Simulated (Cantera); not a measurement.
A closed system holds: 1 mol MgO, 4.3 mol C, 0.13 mol H₂, 0.53 mol CH₄, at 1898 K and 1000 Pa.

Method: chemical equilibrium by Gibbs-energy minimisation in Cantera with the NASA 1993 tables (ideal gas, pure condensed phases). Candidate condensed phases: C, C₆H₆, C₇H₈, C₈H₁₈, H₂O, Mg, MgCO₃, MgO, Mg(OH)₂; 116 gas species. The tables' values for MgH are old estimates; treat these amounts as uncertain. Equilibrium is a limit: real reactors are often held back by kinetics, nucleation or transport.

Base state: H₂ 0.370, CO 0.313, Mg 0.313, H 0.00475, MgH 0.000276, C₂H₂ (acetylene) 0.000139 (mole fractions); condensed: C(graphite).

What changes in the equilibrium state with this change: pressure from 1000 Pa to 110000 Pa?


```csv
species,before,after
H₂,0.370,0.752
CO,0.313,0.123
Mg,0.313,0.122
CH₄,7.72e-7,0.000352
H₂O,2.08e-7,1.83e-5
H,0.00475,0.000646
"C(graphite), mol",3.83,4.63
"MgO(s), mol",0,0.806
```
